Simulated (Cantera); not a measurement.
Feed: 1 mol Si, 0.93 mol HCl, 4.9 mol H2, held at 1 atm.

Cantera equilibrium calculation (NASA polynomials, part measured and part estimated; ideal gas, pure solids and liquids). Candidate condensed phases: Si; 19 gas species. Kinetics and transport are ignored.

### Question
What share of the Si ends up in condensed phases as a function of T (K), at 848, 898, 948, 998, 1048, 1098, 1148, 1198, 1248, 1298, 1348, 1398, 1448?

### Answer
```json
[
 {"T (K)": "848", "Si condensed (%)": "73.6", "as": "Si(s)"},
 {"T (K)": "898", "Si condensed (%)": "73.8", "as": "Si(s)"},
 {"T (K)": "948", "Si condensed (%)": "74.2", "as": "Si(s)"},
 {"T (K)": "998", "Si condensed (%)": "74.6", "as": "Si(s)"},
 {"T (K)": "1048", "Si condensed (%)": "75.2", "as": "Si(s)"},
 {"T (K)": "1098", "Si condensed (%)": "75.8", "as": "Si(s)"},
 {"T (K)": "1148", "Si condensed (%)": "76.6", "as": "Si(s)"},
 {"T (K)": "1198", "Si condensed (%)": "77.5", "as": "Si(s)"},
 {"T (K)": "1248", "Si condensed (%)": "78.3", "as": "Si(s)"},
 {"T (K)": "1298", "Si condensed (%)": "79.1", "as": "Si(s)"},
 {"T (K)": "1348", "Si condensed (%)": "79.7", "as": "Si(s)"},
 {"T (K)": "1398", "Si condensed (%)": "80.1", "as": "Si(s)"},
 {"T (K)": "1448", "Si condensed (%)": "80.2", "as": "Si(s)"}
]
```
